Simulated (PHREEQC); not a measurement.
Synthetic water in mg/L, 33 °C, pH 6.61, pe 11.4: Na 247; K 197; Ca 815; Mg 16; Cl 864; S(6) as SO4 975; Alkalinity as HCO3 810; F 3.34; Cu(2) 90.8; Zn 41.7; Br 1.04; Sr 0.739.

Cl is adjusted to close the charge balance.
Valence states are taken as typed.

Model: ion-association model, wateq4f.dat, run in PHREEQC.

Task: The ionic strength comes out as 0.0741 mol/kgw. What activity coefficients do F-, Cu+2, ZnCl+, HCO3-, Mg+2 get?

Result: F- 0.78, Cu+2 0.43, ZnCl+ 0.79, HCO3- 0.80, Mg+2 0.43.

Precipitation was switched off in this run. Examples of supersaturated solids here: Malachite, Atacamite. Others may be too. The database's zinc carbonate complexes are estimates, stronger than later reviews accept.
